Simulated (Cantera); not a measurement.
Cantera run, input and output.

```python
import numpy as np
import cantera as ct

gas = ct.Solution("gri30.yaml")
gas.TPX = 1098, 51000, {'H2': 0.56, 'O2': 0.22, 'N2': 4.4}
reactor = ct.IdealGasConstPressureReactor(gas, energy="off", clone=False)
net = ct.ReactorNet([reactor])
net.rtol, net.atol = 1e-08, 1e-18
show = ['H2', 'O2', 'NO2', 'HO2', 'NO', 'N2O']
times = np.geomspace(1e-05, 20, 13)

steps = ct.SolutionArray(gas, extra=["t"])
rows = []
print(f"{'t/s':>10s}{'T/K':>9s}{'P/Pa':>11s}" + "".join(f"{s:>11s}" for s in show))
for t in times:
    while net.time < t:
        t_next = net.step()
        steps.append(gas.state, t=t_next)
    rows.append([np.interp(t, steps.t, y) for y in (steps.T, steps.P, *steps(*show).X.T)])
    print(f"{t:10.3e}{rows[-1][0]:9.1f}{rows[-1][1]:11.4g}" + "".join(f"{x:11.3e}" for x in rows[-1][2:]))
rate = np.gradient(steps.T, steps.t)
print("integrator steps:", len(steps.t))
if steps.T.max() > steps.T[0] + 200:
    print(f"time of steepest temperature rise: {steps.t[rate.argmax()]:.4e} s")
gas.TPX = 1098, 51000, {'H2': 0.56, 'O2': 0.22, 'N2': 4.4}
gas.equilibrate("TP")
print(f"equilibrium (TP): T = {gas.T:.1f} K  " + "  ".join(f"{s} {gas[s].X[0]:.3e}" for s in show))
```

Output:

```
       t/s      T/K       P/Pa         H2         O2        NO2        HO2         NO        N2O
 1.000e-05   1098.0    5.1e+04  1.081e-01  4.247e-02  1.897e-31  2.013e-10  2.924e-23  4.742e-18
 3.350e-05   1098.0    5.1e+04  1.081e-01  4.247e-02  6.792e-29  7.392e-10  9.165e-22  8.419e-17
 1.122e-04   1098.0    5.1e+04  1.081e-01  4.247e-02  1.144e-25  5.474e-09  1.154e-19  3.382e-15
 3.761e-04   1098.0    5.1e+04  1.079e-01  4.237e-02  3.465e-15  9.879e-06  3.467e-12  2.304e-11
 1.260e-03   1098.0    5.1e+04  2.017e-02  4.149e-04  1.837e-11  2.207e-07  3.203e-06  4.970e-09
 4.221e-03   1098.0    5.1e+04  2.314e-02  8.853e-06  2.503e-12  4.881e-09  3.329e-06  6.701e-10
 1.414e-02   1098.0    5.1e+04  2.391e-02  5.722e-07  6.268e-13  3.416e-10  3.301e-06  2.504e-10
 4.738e-02   1098.0    5.1e+04  2.411e-02  4.753e-08  1.708e-13  3.420e-11  3.123e-06  7.934e-10
 1.587e-01   1098.0    5.1e+04  2.417e-02  4.275e-09  4.380e-14  4.028e-12  2.651e-06  3.268e-09
 5.318e-01   1098.0    5.1e+04  2.419e-02  3.832e-10  1.009e-14  4.302e-13  1.987e-06  7.701e-09
 1.782e+00   1098.0    5.1e+04  2.419e-02  3.265e-11  2.104e-15  3.803e-14  1.268e-06  1.010e-08
 5.970e+00   1098.0    5.1e+04  2.419e-02  3.061e-12  4.575e-16  3.844e-15  6.334e-07  5.804e-09
 2.000e+01   1098.0    5.1e+04  2.419e-02  3.842e-13  9.906e-17  4.965e-16  2.203e-07  1.101e-09
integrator steps: 2696
equilibrium (TP): T = 1098.0 K  H2 2.419e-02  O2 4.202e-17  NO2 3.667e-22  HO2 5.199e-21  NO 1.260e-12  N2O 7.183e-17
```

Computed with Cantera and GRI-Mech 3.0 (53 species, 325 reactions). The temperature is held fixed by assumption; the heat of reaction is taken as removed at once.
